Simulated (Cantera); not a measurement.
Feed: 1 mol C2H4, 0.23 mol CO2, equilibrated at 2375 K and 0.600 bar.

Method: chemical equilibrium by Gibbs-energy minimisation in Cantera with the NASA 1993 tables (ideal gas, pure condensed phases). Candidate condensed phases: C, C6H6, C7H8, C8H18, H2O; 110 gas species. Kinetics and transport are ignored.

Base state: H2 0.793, CO 0.185, H 0.0162, C2H2 (acetylene) 0.00493, CH4 7.02e-5, CH3 2.65e-5, C4H2 1.26e-5 (mole fractions); condensed: C(graphite).

Task: What changes in the equilibrium state with this change: CO2 from 0.23 to 0.86 mol?

Result: 
```csv
species,before,after
H2,0.793,0.524
CO,0.185,0.459
H,0.0162,0.0132
CH4,7.02e-5,3.06e-5
CH3,2.65e-5,1.43e-5
"C(graphite), mol",1.75,1.12
```

Task: What changes in the equilibrium state with this change: temperature from 2375 K to 950 K?

Result: 
```
species            before   after
----------------  -------  ------
H2                  0.793   0.749
CO                  0.185   0.126
CH4               7.02e-5  0.0564
H2O               2.98e-6  0.0528
H                  0.0162   <1e-9
CO2               1.19e-7  0.0159
C2H2 (acetylene)  0.00493   <1e-9
CH3               2.65e-5   <1e-9
C4H2              1.26e-5   <1e-9
C(graphite), mol     1.75    1.80
```

Task: What changes in the equilibrium state with this change: temperature from 2375 K to 1325 K?

Result: 
```csv
species,before,after
H2,0.793,0.810
CO,0.185,0.187
CH4,7.02e-5,0.00264
H,0.0162,1.90e-6
C2H2 (acetylene),0.00493,6.89e-7
C4H2,1.26e-5,<1e-9
CO2,1.19e-7,8.09e-5
"C(graphite), mol",1.75,1.77
```
